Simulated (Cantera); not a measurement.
A Cantera script and what it prints.

```python
import numpy as np
import cantera as ct

gas_names = """
    C CH CH2 CH3 CH2OH CH3O CH4 CH3OH CO CO2 COOH C2 C2H CHCO,ketyl C2H2,acetylene C2H2,vinylidene
    CH2CO,ketene C2H3,vinyl CH3CO,acetyl C2H4 C2H4O,ethylen CH3CHO,ethanal CH3COOH (HCOOH)2 C2H5 C2H6
    CH3OCH3 C2H5OH C2O C3 C3H3,propargyl C3H4,allene C3H4,propyne C3H4,cyclo- C3H5,allyl C3H6,propylene
    C3H6,cyclo- C3H6O C3H7,n-propyl C3H7,i-propyl C3H8 C3H8O,1propanol C3H8O,2propanol C3O2 C4 C4H2
    C4H4,1,3-cyclo- C4H6,butadiene C4H6,2-butyne C4H6,cyclo- C4H8,1-butene C4H8,cis2-buten
    C4H8,tr2-butene C4H8,isobutene C4H8,cyclo- (CH3COOH)2 C4H9,n-butyl C4H9,i-butyl C4H9,s-butyl
    C4H9,t-butyl C4H10,isobutane C4H10,n-butane C5 C5H6,1,3cyclo- C5H8,cyclo- C5H10,1-pentene
    C5H10,cyclo- C5H11,pentyl C5H11,t-pentyl C5H12,n-pentane C5H12,i-pentane CH3C(CH3)2CH3 C6H2
    C6H5,phenyl C6H5O,phenoxy C6H6 C6H5OH,phenol C6H10,cyclo- C6H12,1-hexene C6H12,cyclo- C6H13,n-hexyl
    C7H7,benzyl C7H8 C7H8O,cresol C7H14,1-heptene C7H15,n-heptyl C7H16,n-heptane C8H8,styrene
    C8H10,ethylbenz C8H16,1-octene C8H17,n-octyl C8H18,isooctane C8H18,n-octane C9H19,n-nonyl
    C10H8,naphthale C10H21,n-decyl C12H9,o-bipheny C12H10,bipheny H HCO HO2 H2 HCHO,formaldehy HCOOH H2O
    H2O2 O OH O2 O3 Ti TiO TiO2
""".split()
cond_names = """
    C(gr) C6H6(L) C7H8(L) C8H18(L),n-octa H2O(s) H2O(L) Ti(a) Ti(b) Ti(L) TiC(s) TiC(L) TiO(a) TiO(b)
    TiO(L) TiO2(ru) TiO2(L) Ti2O3(a) Ti2O3(b) Ti2O3(L) Ti3O5(a) Ti3O5(b) Ti3O5(L) Ti4O7(s) Ti4O7(L)
""".split()


def load(file, names, dense=False):
    # The tables refer to 1 bar. Condensed volumes are neglected.
    table = {s.name: s for s in ct.Species.list_from_file(file)}
    out = []
    for n in names:
        d = dict(table[n].input_data)
        d["thermo"] = dict(d["thermo"], **{"reference-pressure": 1e5})
        if dense:
            d["equation-of-state"] = {"model": "constant-volume", "density": "1e6 g/cm^3"}
        out.append(ct.Species.from_dict(d))
    return out


gas = ct.Solution(thermo="ideal-gas", species=load("nasa_gas.yaml", gas_names))
cond = {s.name: ct.Solution(thermo="fixed-stoichiometry", species=[s], name=s.name)
        for s in load("nasa_condensed.yaml", cond_names, dense=True)}
atoms = {
    'TiO2': {'Ti': 1, 'O': 2},
    'C': {'C': 1},
    'H2': {'H': 2},
}
top_T = {'C(gr)': 4500}  # K; cautious upper limits of use, not melting points


def equilibrate(T, P, feed):
    n = {}
    for name, mol in feed.items():
        for a, k in atoms[name].items():
            n[a] = n.get(a, 0.0) + k * mol
    gas.TPX = T, P, n
    mass = sum(n.values()) * gas.mean_molecular_weight
    gas.equilibrate("TP")
    valid = [c for c in cond.values() if c.min_temp <= T <= top_T.get(c.name, c.max_temp)]
    mix = ct.Mixture([(gas, mass / gas.mean_molecular_weight)] + [(c, 0.0) for c in valid])
    mix.T, mix.P = T, P
    mix.equilibrate("TP", solver="vcs", rtol=1e-11, max_steps=5000)
    return mix


results = []
feed = {'TiO2': 1, 'C': 4, 'H2': 4.9}  # mol
P = 101325  # Pa
for T in [1648, 1748, 1848, 1948, 2048, 2148, 2248]:
    mix = equilibrate(T, P, feed)
    results.append((T, P, feed, dict(zip(mix.species_names, mix.species_moles))))

top = {s: max(r[3][s] / sum(r[3][g] for g in gas_names) for r in results) for s in gas_names}
cols = sorted((s for s in top if top[s] > 0.001), key=lambda s: -top[s])[:9]
seen = [c for c in cond_names if any(r[3].get(c, 0) > 1e-12 for r in results)]
print("log10 of partial pressures in bar; condensed amounts in mol")
print(f"{'T/K':>10s}" + "".join(f"{s[:9]:>10s}" for s in cols + seen))
for T, P, feed, n in results:
    ng = sum(n[g] for g in gas_names)
    print(f"{T:10.4g}" + "".join(f"{np.log10(max(n[s] / ng * P / 1e5, 1e-99)):10.3f}" for s in cols)
          + "".join(f"{n.get(c, 0):10.4g}" for c in seen))
```

Output:

```
log10 of partial pressures in bar; condensed amounts in mol
       T/K        H2        CO         H C2H2,acet     C(gr)    TiC(s)
      1648    -0.144    -0.532    -4.122    -4.493    0.9959         1
      1748    -0.143    -0.532    -3.713    -4.091    0.9962         1
      1848    -0.144    -0.532    -3.347    -3.733    0.9955         1
      1948    -0.144    -0.532    -3.019    -3.412    0.9932         1
      2048    -0.145    -0.532    -2.722    -3.124    0.9885         1
      2148    -0.146    -0.533    -2.453    -2.864    0.9802         1
      2248    -0.148    -0.533    -2.208    -2.628    0.9667         1
```

Method: chemical equilibrium by Gibbs-energy minimisation in Cantera with the NASA 1993 tables (ideal gas, pure condensed phases). TiC: taken at fixed stoichiometry.
